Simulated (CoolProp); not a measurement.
Vapour-liquid equilibrium of R22 (1) + n-hexane (2) at 10.6 kPa; x and y are mole fractions of (1).

Values from CoolProp's multi-fluid Helmholtz-energy mixture model, Kamei 1995 and Thol 2019; pair parameters Bell 2016.

```tsv
x	bubble temperature, mixture model (°C)	bubble temperature, Raoult's law (°C)	y, mixture model	y, Raoult's law
0.05	-40.6	-26.6	0.961	0.892
0.2	-66.2	-54.0	0.997	0.989
0.35	-72.6	-63.7	0.999	0.997
0.5	-75.1	-69.5	0.999	0.999
0.65	-76.4	-73.5	0.999	0.999
0.8	-77.5	-76.5	0.999	1.000
0.95	-79.0	-79.0	1.000	1.000
```

The largest gap from Raoult's law is -14.0 K in bubble temperature, at x = 0.05. No azeotrope shows between x = 0.05 and 0.95.

Pair parameters are fitted to limited data, so mixtures are less certain than the pure fluids. With so large a gap from Raoult's law the liquid may split in two, which this calculation doesn't test in full.
